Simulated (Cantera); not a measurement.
An isothermal, constant-pressure homogeneous reactor starts with CH₄ : H₂ = 1 : 7.1 (molar parts), at 1425 K and 1.00 bar. Integrator tolerance rtol = 1e-08.

Model: GRI-Mech 3.0 (53 species, 325 reactions), integrated in Cantera. GRI-Mech 3.0 stops at C3 and has no aromatics, soot or wall deposition, so with more carbon than oxygen in the feed, carbon stays in small species such as C2H2 where larger ones or solid carbon would form.

Problem. What does this change do: pressure from 1.00 bar to 100.0 Torr?

Solution. 
```
quantity                                              before                                      after
-----------------  -----------------------------------------  -----------------------------------------
x(CH₄) at 9.00 s         0.109 (gas-phase equilibrium 0.109)       0.100 (gas-phase equilibrium 0.0428)
x(H₂) at 9.00 s          0.885 (gas-phase equilibrium 0.885)        0.889 (gas-phase equilibrium 0.921)
x(C₂H₄) at 9.00 s    0.00237 (gas-phase equilibrium 0.00238)   0.000828 (gas-phase equilibrium 0.00255)
x(H) at 9.00 s       6.46e-6 (gas-phase equilibrium 6.46e-6)    1.37e-5 (gas-phase equilibrium 1.81e-5)
x(CH₃) at 9.00 s     1.59e-5 (gas-phase equilibrium 1.59e-5)    3.09e-5 (gas-phase equilibrium 1.68e-5)
x(C₂H₆) at 9.00 s    3.31e-5 (gas-phase equilibrium 3.31e-5)    8.96e-6 (gas-phase equilibrium 4.94e-6)
x(C₂H) at 9.00 s   3.63e-11 (gas-phase equilibrium 3.64e-11)  1.71e-10 (gas-phase equilibrium 7.57e-10)
```

Problem. What does this change do: pressure from 1.00 bar to 5.93 Torr?

Solution. 
| quantity | before | after |
|---|---|---|
| x(CH₄) at 9.00 s | 0.109 (gas-phase equilibrium 0.109) | 0.117 (gas-phase equilibrium 0.00331) |
| x(H₂) at 9.00 s | 0.885 (gas-phase equilibrium 0.885) | 0.880 (gas-phase equilibrium 0.943) |
| x(C₂H₄) at 9.00 s | 0.00237 (gas-phase equilibrium 0.00238) | 0.000202 (gas-phase equilibrium 0.000246) |
| x(H) at 9.00 s | 6.46e-6 (gas-phase equilibrium 6.46e-6) | 4.00e-5 (gas-phase equilibrium 7.50e-5) |
| x(CH₃) at 9.00 s | 1.59e-5 (gas-phase equilibrium 1.59e-5) | 0.000107 (gas-phase equilibrium 5.29e-6) |
| x(C₂H₆) at 9.00 s | 3.31e-5 (gas-phase equilibrium 3.31e-5) | 6.85e-6 (gas-phase equilibrium 2.89e-8) |
| x(C₂H) at 9.00 s | 3.63e-11 (gas-phase equilibrium 3.64e-11) | 1.36e-10 (gas-phase equilibrium 4.89e-9) |
Radical loss at walls, strong at low pressure, is not modelled.

Problem. What does this change do: pressure from 1.00 bar to 10.00 Torr?

Solution. 
| quantity | before | after |
|---|---|---|
| x(CH₄) at 9.00 s | 0.109 (gas-phase equilibrium 0.109) | 0.115 (gas-phase equilibrium 0.00552) |
| x(H₂) at 9.00 s | 0.885 (gas-phase equilibrium 0.885) | 0.881 (gas-phase equilibrium 0.942) |
| x(C₂H₄) at 9.00 s | 0.00237 (gas-phase equilibrium 0.00238) | 0.000197 (gas-phase equilibrium 0.000406) |
| x(H) at 9.00 s | 6.46e-6 (gas-phase equilibrium 6.46e-6) | 3.26e-5 (gas-phase equilibrium 5.77e-5) |
| x(CH₃) at 9.00 s | 1.59e-5 (gas-phase equilibrium 1.59e-5) | 8.57e-5 (gas-phase equilibrium 6.79e-6) |
| x(C₂H₆) at 9.00 s | 3.31e-5 (gas-phase equilibrium 3.31e-5) | 7.21e-6 (gas-phase equilibrium 8.04e-8) |
| x(C₂H) at 9.00 s | 3.63e-11 (gas-phase equilibrium 3.64e-11) | 1.43e-10 (gas-phase equilibrium 3.68e-9) |
Radical loss at walls, strong at low pressure, is not modelled.
